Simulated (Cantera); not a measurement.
An isothermal, constant-pressure homogeneous reactor starts with H₂ : O₂ = 0.0052 : 1 (molar parts), equivalence ratio 0.0026, at 1123 K and 0.0267 bar. Integrator tolerance rtol = 1e-08.

Detailed kinetics in Cantera: the H2/O2 subset of GRI-Mech 3.0, which has no nitrogen chemistry. Radical loss at walls, strong at low pressure, is not modelled.

### Question
What does this change do: pressure from 0.0267 bar to 0.00100 bar?

### Answer
```tsv
quantity	before	after
x(H₂) at 8.00 s	4.35e-9 (gas-phase equilibrium 7.37e-11)	1.03e-5 (gas-phase equilibrium 3.80e-10)
x(O₂) at 8.00 s	0.995 (gas-phase equilibrium 0.995)	0.991 (gas-phase equilibrium 0.995)
x(H₂O₂) at 8.00 s	4.47e-10 (gas-phase equilibrium 9.70e-12)	7.92e-10 (gas-phase equilibrium 1.88e-12)
x(O) at 8.00 s	1.52e-6 (gas-phase equilibrium 2.70e-8)	0.00389 (gas-phase equilibrium 1.40e-7)
x(H₂O) at 8.00 s	0.00518 (gas-phase equilibrium 0.00519)	0.00495 (gas-phase equilibrium 0.00519)
```
